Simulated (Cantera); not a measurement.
Charge: 1 mol SiF₄, 0.41 mol NH₃, 3.7 mol N₂, at 1198.15 K and 61.0 mbar.

Cantera equilibrium calculation (NASA polynomials, part measured and part estimated; ideal gas, pure solids and liquids). Candidate condensed phases: Si, Si₃N₄; 37 gas species. The tables' values for SiF₃ are old estimates; treat these amounts as uncertain. Equilibrium is a limit: real reactors are often held back by kinetics, nucleation or transport.

Base state: N₂ 0.707, SiF₄ 0.180, H₂ 0.110, HF 0.00131, SiHF₃ 0.000489, SiF₃ 0.000378 (mole fractions); condensed: Si₃N₄(s).

Q: What changes in the equilibrium state with this change: NH₃ from 0.41 to 0.21 mol?

A: 
```tsv
species	before	after
N₂	0.707	0.743
SiF₄	0.180	0.194
H₂	0.110	0.0608
HF	0.00131	0.000999
SiHF₃	0.000489	0.000381
SiF₃	0.000378	0.000397
Si₃N₄(s), mol	0.000203	9.34e-5
```

Q: What changes in the equilibrium state with this change: 0.21 mol H₂O added?

A: 
| species | before | after |
|---|---|---|
| N₂ | 0.707 | 0.670 |
| SiF₄ | 0.180 | 0.155 |
| H₂ | 0.110 | 0.105 |
| HF | 0.00131 | 0.0679 |
| H₂O | 0 | 0.00210 |
| SiHF₃ | 0.000489 | 7.73e-6 |
| SiF₃ | 0.000378 | 6.12e-6 |
| Si₃N₄(s), mol | 0.000203 | 0 |
| SiO₂(β-quartz), mol | 0 | 0.0989 |
The tables hold silica as quartz up to 1696 K and as liquid above; real silica turns to tridymite and cristobalite and melts near 1996 K. Further candidate phases: H₂O, SiO₂, Si₂N₂O.

Q: What changes in the equilibrium state with this change: temperature from 1198.15 K to 723.15 K?

A: 
```
species          before    after
-------------  --------  -------
N₂                0.707    0.707
SiF₄              0.180    0.181
H₂                0.110    0.111
HF              0.00131  1.54e-5
SiF₃           0.000378  1.74e-9
SiHF₃          0.000489  5.12e-6
NH₃             3.63e-7  1.34e-5
Si₃N₄(s), mol  0.000203        0
```
